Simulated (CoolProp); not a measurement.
R152A along the isobar 6.2 MPa: density (kg/m³) from the reference equation and from simpler models built on Tc = 113.3 °C, pc = 4.517 MPa, ω = 0.275; each cubic takes its own stable root.

Model: reference Helmholtz-energy equation of state, Outcalt 1996, in CoolProp. It is a modified Benedict-Webb-Rubin equation, recast in Helmholtz form.

```
T (°C)          phase  reference  van der Waals  Soave-Redlich-Kwong  Peng-Robinson
------  -------------  ---------  -------------  -------------------  -------------
-42.85         liquid       1059          590.0                882.9          994.3
-15.85         liquid       1006          566.0                841.5          949.4
11.05          liquid      949.8          539.6                793.4          896.2
38.05          liquid      887.5          509.7                735.9          831.6
65.05          liquid      815.1          474.8                665.1          750.7
91.95          liquid      722.9          432.0                572.4          642.7
118.95  supercritical      565.9          372.1                426.0          468.5
145.95  supercritical      235.9          263.6                215.1          227.8
172.95  supercritical      168.3          181.1                159.3          167.0
199.85  supercritical      140.2          149.3                134.1          139.7
226.85  supercritical      122.9          130.5                118.2          122.7
```
